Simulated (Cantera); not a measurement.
Charge: 1 mol SiH4, 0.15 mol C3H8, 7.4 mol H2, equilibrated at 90.0 mbar.

Cantera equilibrium calculation (NASA polynomials, part measured and part estimated; ideal gas, pure solids and liquids). Candidate condensed phases: C, C6H6, C7H8, C8H18, Si, SiC; 87 gas species. Mutual solubility and eutectic melting of coexisting phases are not modelled. Gases not in the tables: Si2H6 and higher silanes. Equilibrium is a limit: real reactors are often held back by kinetics, nucleation or transport. All values below are at 1750 K.

Base state: H2 0.999, H 0.000775, SiH2 2.08e-5, Si 1.67e-5 (mole fractions); condensed: Si(l) + SiC(s).

Q: What changes in the equilibrium state with this change: 0.25 mol NH3 added?

A: 
```json
[
 {"species": "H2", "before": "0.999", "after": "0.987"},
 {"species": "N2", "before": "0", "after": "0.0119"},
 {"species": "H", "before": "0.000775", "after": "0.000770"},
 {"species": "SiH2", "before": "2.08e-5", "after": "2.06e-5"},
 {"species": "Si", "before": "1.67e-5", "after": "1.67e-5"},
 {"species": "Si(l), mol", "before": "0.550", "after": "0.550"},
 {"species": "SiC(s), mol", "before": "0.450", "after": "0.450"}
]
```
Further candidate phases: Si3N4.
